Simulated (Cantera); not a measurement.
A perfectly stirred reactor is fed with CH4 : H2 : CO2 = 0.026 : 1 : 0.017 (molar parts), at 20.0 Torr; it is held at 2675 K, and followed from long to short residence time.

Computed with Cantera and GRI-Mech 3.0 (53 species, 325 reactions). Radical loss at walls, strong at low pressure, is not modelled.

What does this change do: CO2 0.017 to 0.023 parts?


```json
[
 {"quantity": "x(CH4) at τ = 1.70 s", "before": "2.24e-6", "after": "2.17e-6"},
 {"quantity": "x(H2) at τ = 1.70 s", "before": "0.716", "after": "0.711"},
 {"quantity": "x(CO2) at τ = 1.70 s", "before": "2.59e-7", "after": "5.29e-7"},
 {"quantity": "x(CH2CO) at τ = 1.70 s", "before": "1.19e-9", "after": "1.47e-9"},
 {"quantity": "x(O) at τ = 1.70 s", "before": "1.68e-7", "after": "6.24e-7"},
 {"quantity": "x(CH4) at τ = 12.0 ms", "before": "0.000866", "after": "0.000877"},
 {"quantity": "x(H2) at τ = 12.0 ms", "before": "0.904", "after": "0.896"},
 {"quantity": "x(CO2) at τ = 12.0 ms", "before": "0.000172", "after": "0.000251"},
 {"quantity": "x(CH2CO) at τ = 12.0 ms", "before": "9.32e-7", "after": "1.13e-6"},
 {"quantity": "x(O) at τ = 12.0 ms", "before": "4.27e-6", "after": "6.03e-6"}
]
```
